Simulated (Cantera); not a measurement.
A closed system holds: 1 mol CH2F2, 0.34 mol CH4, 0.11 mol H2, held at 1925 °C and 1200 Pa.

Cantera equilibrium calculation (NASA polynomials, part measured and part estimated; ideal gas, pure solids and liquids). Candidate condensed phases: C, C6H6, C7H8, C8H18; 95 gas species. Kinetics and transport are ignored.

Base state: HF 0.707, H2 0.266, H 0.0262, C2H2 (acetylene) 0.000673, F 5.96e-5 (mole fractions); condensed: C(graphite).

Problem. What changes in the equilibrium state with this change: temperature from 1925 °C to 2775 °C?

Solution. 
```json
[
 {"species": "HF", "before": "0.707", "after": "0.507"},
 {"species": "H", "before": "0.0262", "after": "0.354"},
 {"species": "H2", "before": "0.266", "after": "0.0450"},
 {"species": "C3", "before": "1.93e-7", "after": "0.0431"},
 {"species": "F", "before": "5.96e-5", "after": "0.0269"},
 {"species": "C5", "before": "<1e-9", "after": "0.000910"},
 {"species": "C2", "before": "1.69e-8", "after": "0.00442"},
 {"species": "C(graphite), mol", "before": "1.34", "after": "0.709"}
]
```
